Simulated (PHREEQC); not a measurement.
**Silver or lead bath**

A solution holds 0.21 mmol/kgw PbCl2 and 0.1 mmol/kgw HNO3, at 40 °C. Closed to the air; pH follows from the charge balance.

Equilibrium calculation in PHREEQC: ion-association model, phreeqc.dat.

Precipitation was switched off in this run.

Q: Estimate the pH.

A: pH 4.01.

Q: In which forms is Cl present?

A: Cl- 99 %, PbCl+ 1.0 % of the Cl.

At this temperature some constants are extrapolated from 25 °C, and those without enthalpy data are left unchanged.
